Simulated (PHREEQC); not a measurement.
# Metal-bearing waste water

Consider water at 20 °C with 0.25 mol/kgw Pb(NO3)2 and 0.0026 mol/kgw CaCl2. Closed to the air; pH follows from the charge balance.

The numbers come from PHREEQC with the ion-association model, wateq4f.dat.

This is a speciation only: nothing precipitates in the calculation.

Question: What pH does the model give?

Answer: pH 4.12.

Question: In which forms is Pb present?

Answer: PbNO3+ 56 %, Pb+2 43 %, PbCl+ 1.0 % of the Pb.

Complexes and solids missing from the database can't appear.
